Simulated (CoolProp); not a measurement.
Vapour-liquid equilibrium of n-heptane (1) + ethylbenzene (2) at 307.6 K; x and y are mole fractions of (1).

The numbers come from the multi-fluid Helmholtz-energy mixture model, Span 2003 and Zhou 2012; pair parameters Bell 2016 in CoolProp.

```csv
x,"bubble pressure, mixture model (MPa)","bubble pressure, Raoult's law (MPa)","y, mixture model","y, Raoult's law"
0.05,0.002756,0.002526,0.256,0.190
0.125,0.003560,0.003083,0.466,0.389
0.2,0.004267,0.003641,0.588,0.527
0.275,0.004900,0.004198,0.669,0.628
0.35,0.005474,0.004756,0.729,0.706
0.425,0.006006,0.005314,0.776,0.767
0.5,0.006505,0.005871,0.814,0.817
0.575,0.006981,0.006429,0.848,0.858
0.65,0.007444,0.006987,0.878,0.892
0.725,0.007898,0.007544,0.905,0.921
0.8,0.008352,0.008102,0.932,0.947
0.875,0.008809,0.008659,0.958,0.969
0.95,0.009273,0.009217,0.983,0.988
```

The largest gap from Raoult's law is +17.2 % in bubble pressure, at x = 0.2. No azeotrope shows between x = 0.05 and 0.95.

The pair parameters rest on a limited set of measurements; away from them the model extrapolates.
